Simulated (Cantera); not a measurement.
Charge: 1 mol Cu₂O, 67 mol H₂, 13 mol N₂, held at 233 Torr.

Equilibrium computed with Cantera from the NASA thermochemical tables; the gas is ideal and each condensed phase is pure. Candidate condensed phases: Cu, CuO, Cu(OH)₂, Cu₂O, H₂O; 27 gas species. The numbers say what is thermodynamically allowed, not how fast it happens. All values below are at 1150 °C.

Base state: H₂ 0.825, N₂ 0.162, H₂O 0.0125, H 1.08e-5 (mole fractions); condensed: Cu(l).

Question: What changes in the equilibrium state with this change: pressure from 233 Torr to 0.285 Torr?

Answer: 
| species | before | after |
|---|---|---|
| H₂ | 0.825 | 0.820 |
| N₂ | 0.162 | 0.162 |
| H₂O | 0.0125 | 0.0124 |
| Cu | 6.75e-6 | 0.00551 |
| H | 1.08e-5 | 0.000309 |
| Cu(l), mol | 2.00 | 1.56 |
